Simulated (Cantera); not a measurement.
## Ignition delay

Mixture: CH4 : O2 : N2 = 1 : 5 : 18.8 (molar parts), equivalence ratio 0.40, at 4200 Torr, adiabatic and at constant pressure. Ignition delay is the time to a rise of 400 K.

Model: GRI-Mech 3.0 (53 species, 325 reactions), integrated in Cantera.

```csv
T0 (K),delay (ms)
1275,2.31
1350,0.986
1425,0.452
1500,0.222
1575,0.116
1650,0.0651
1725,0.0386
```

- apparent activation energy between 1575 and 1725 K: 170 kJ/mol
